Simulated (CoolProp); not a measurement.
Computed with CoolProp (reference Helmholtz-energy equation of state, Eisenbach 2021).

Problem. For propylene glycol, give the phase and the cp (kJ/(kg K)), speed of sound (m/s), expansivity (1/kK) at 620 K and 18.2 MPa; 620 K and 32.8 MPa.

Solution. 
- 620 K and 18.2 MPa: liquid; cp 4.20, speed of sound 674, expansivity 2.11
- 620 K and 32.8 MPa: liquid; cp 4.02, speed of sound 793, expansivity 1.62
